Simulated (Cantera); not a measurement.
# Equilibrium for silicon nitride deposition: SiH4 + N2

A closed system holds: 1 mol SiH4, 9.6 mol N2, at 1150 K and 13300 Pa.

Equilibrium computed with Cantera from the NASA thermochemical tables; the gas is ideal and each condensed phase is pure. Candidate condensed phases: Si, Si3N4; 18 gas species. N2 is the only nitrogen source here; it is nearly inert below about 1500 K, so the nitride shown seldom forms there in practice. The numbers say what is thermodynamically allowed, not how fast it happens.

| Quantity | Result |
|---|---|
| x(N2) | 0.817 |
| x(H2) | 0.183 |
| x(NH3) | 2.30e-6 |
| n(Si3N4(s)) | 0.333 mol |
| gas amount | 10.93 mol |
| log10 activity of Si(s) (absent) | -4.86 |
